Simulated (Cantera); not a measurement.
Input: 1 mol Fe, 4.5 mol NH₃, 44 mol H₂, equilibrated at 1330 Pa.

Method: chemical equilibrium by Gibbs-energy minimisation in Cantera with the NASA 1993 tables (ideal gas, pure condensed phases). Candidate condensed phases: Fe; 10 gas species. The numbers say what is thermodynamically allowed, not how fast it happens.

Which condensed phases are stable at each of these points (T (K)): 1475, 1525, 1575, 1625, 1675, 1725, 1775, 1825, 1875, 1925?


```csv
T (K),condensed phases,Fe condensed (%)
1475,Fe(γ),100.0
1525,Fe(γ),99.9
1575,Fe(γ),99.7
1625,Fe(γ),99.3
1675,Fe(δ),98.3
1725,Fe(δ),96.2
1775,Fe(δ),91.9
1825,Fe(l),83.3
1875,Fe(l),67.5
1925,Fe(l),38.7
```

From 1475 K to 1625 K the condensed part is Fe(γ). From 1675 K to 1775 K the condensed part is Fe(δ). From 1825 K to 1925 K the condensed part is Fe(l).
